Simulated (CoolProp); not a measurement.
Vapour-liquid equilibrium of diethyl ether (1) + n-hexane (2) at 24.7 kPa; x and y are mole fractions of (1).

Model: multi-fluid Helmholtz-energy mixture model, Thol 2014 and Thol 2019; pair parameters Bell 2016, in CoolProp.

Problem. Give the bubble temperature and the first vapour's composition at x = 0.05, 0.65, 0.95. Is there an azeotrope?

Solution. x = 0.05: 299.1 K, y = 0.190; x = 0.65: 279.0 K, y = 0.866; x = 0.95: 273.9 K, y = 0.984. No azeotrope shows between x = 0.05 and 0.95.

The pair parameters rest on a limited set of measurements; away from them the model extrapolates.
